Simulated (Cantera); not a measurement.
Charge: 1 mol CH3OH, 0.23 mol CO2, 8.8 mol N2, equilibrated at 0.0740 bar.

Method: chemical equilibrium by Gibbs-energy minimisation in Cantera with the NASA 1993 tables (ideal gas, pure condensed phases). Candidate condensed phases: C, C6H6, C7H8, C8H18, H2O; 136 gas species. Kinetics and transport are ignored. All values below are at 1225 °C.

Base state: N2 0.731, H2 0.151, CO 0.0984, H2O 0.0153, CO2 0.00386, H 2.45e-5 (mole fractions); condensed: gas only.

What changes in the equilibrium state with this change: CO2 from 0.23 to 0.87 mol?


```tsv
species	before	after
N2	0.731	0.695
CO	0.0984	0.126
H2	0.151	0.110
H2O	0.0153	0.0475
CO2	0.00386	0.0211
H	2.45e-5	2.10e-5
```
